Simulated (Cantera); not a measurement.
N2O furnace oxynitridation

An isothermal, constant-pressure homogeneous reactor starts with N₂O : H₂ : N₂ = 1 : 0.0029 : 0.9 (molar parts), at 1500 K and 113 Torr.

Model: GRI-Mech 3.0 (53 species, 325 reactions), integrated in Cantera. GRI-Mech 3.0 was tuned for natural gas; its chemistry of N2O as a main component is partial and can be far from experiment. The temperature is held fixed by assumption; the heat of reaction is taken as removed at once.

| t (s) | x N₂O | x H₂ | x NO₂ | x NO | x O | x O₂ | x H |
|---|---|---|---|---|---|---|---|
| 0.000600 | 0.522 | 0.00112 | 4.76e-6 | 0.000581 | 6.41e-5 | 0.000917 | 2.17e-6 |
| 0.00107 | 0.519 | 0.000778 | 1.70e-5 | 0.00105 | 6.55e-5 | 0.00172 | 1.63e-6 |
| 0.00191 | 0.514 | 0.000421 | 4.28e-5 | 0.00188 | 6.69e-5 | 0.00316 | 8.66e-7 |
| 0.00341 | 0.505 | 0.000168 | 8.06e-5 | 0.00337 | 6.79e-5 | 0.00567 | 3.75e-7 |
| 0.00609 | 0.491 | 4.46e-5 | 0.000112 | 0.00600 | 6.84e-5 | 0.0100 | 1.70e-7 |
| 0.0109 | 0.466 | 5.85e-6 | 0.000121 | 0.0105 | 6.85e-5 | 0.0174 | 1.14e-7 |
| 0.0194 | 0.427 | 2.73e-7 | 0.000126 | 0.0180 | 6.82e-5 | 0.0294 | 1.14e-7 |
| 0.0346 | 0.365 | 1.02e-7 | 0.000129 | 0.0295 | 6.75e-5 | 0.0480 | 1.26e-7 |
| 0.0618 | 0.279 | 1.09e-7 | 0.000124 | 0.0453 | 6.63e-5 | 0.0741 | 1.45e-7 |
| 0.110 | 0.177 | 1.24e-7 | 0.000114 | 0.0638 | 6.39e-5 | 0.105 | 1.70e-7 |
| 0.197 | 0.0835 | 1.40e-7 | 0.000105 | 0.0802 | 5.83e-5 | 0.134 | 1.91e-7 |
| 0.352 | 0.0252 | 1.25e-7 | 0.000102 | 0.0893 | 4.33e-5 | 0.153 | 1.49e-7 |
| 0.628 | 0.00453 | 5.76e-8 | 0.000113 | 0.0915 | 1.80e-5 | 0.160 | 4.41e-8 |
| 1.12 | 0.000405 | 1.92e-8 | 0.000151 | 0.0915 | 5.62e-6 | 0.162 | 8.25e-9 |
| 2.00 | 9.68e-6 | 1.48e-8 | 0.000165 | 0.0915 | 4.28e-6 | 0.162 | 5.62e-9 |
x: mole fraction; the columns are a selection and need not sum to one.

Equilibrium at this temperature and pressure: N₂O 2.91e-8, H₂ 1.30e-8, NO₂ 2.51e-6, NO 0.00122, O 4.79e-6, O₂ 0.207, H 5.21e-9 (gas phase only).
